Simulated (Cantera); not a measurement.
Thermodynamics of carbon deposition, reforming and gasification, feed C2H6 + CO2

Charge: 1 mol C2H6, 0.022 mol CO2, at 0.290 bar.

Equilibrium computed with Cantera from the NASA thermochemical tables; the gas is ideal and each condensed phase is pure. Candidate condensed phases: C, C6H6, C7H8, C8H18, H2O; 110 gas species. Kinetics and transport are ignored.

| T (K) | x H2 | x H | x CH4 | x CO | x C2H2 (acetylene) | x H2O | n C(graphite) |
|---|---|---|---|---|---|---|---|
| 1023 | 0.965 | 7.55e-9 | 0.0203 | 0.0137 | 2.02e-9 | 0.00105 | 1.92 |
| 1173 | 0.980 | 2.17e-7 | 0.00542 | 0.0144 | 6.00e-8 | 0.000145 | 1.96 |
| 1323 | 0.984 | 2.92e-6 | 0.00191 | 0.0145 | 8.12e-7 | 3.02e-5 | 1.97 |
| 1473 | 0.985 | 2.33e-5 | 0.000826 | 0.0145 | 6.41e-6 | 8.65e-6 | 1.98 |
| 1623 | 0.985 | 0.000127 | 0.000417 | 0.0145 | 3.43e-5 | 3.13e-6 | 1.98 |
| 1773 | 0.985 | 0.000524 | 0.000237 | 0.0145 | 0.000138 | 1.35e-6 | 1.98 |
| 1923 | 0.983 | 0.00173 | 0.000147 | 0.0144 | 0.000444 | 6.64e-7 | 1.97 |
| 2073 | 0.979 | 0.00483 | 9.80e-5 | 0.0144 | 0.00120 | 3.63e-7 | 1.97 |
| 2223 | 0.971 | 0.0117 | 6.84e-5 | 0.0144 | 0.00282 | 2.14e-7 | 1.96 |
| 2373 | 0.954 | 0.0253 | 4.93e-5 | 0.0143 | 0.00587 | 1.34e-7 | 1.94 |
x: gas mole fraction; n: condensed amount in mol.

From 1023 K to 2373 K the condensed part is C(graphite). The main C-bearing gas is CH4 at 1023 K and CO at 2373 K. The share of C in condensed phases is highest at 1623 K (97.8 %) and lowest at 1023 K (95.0 %).
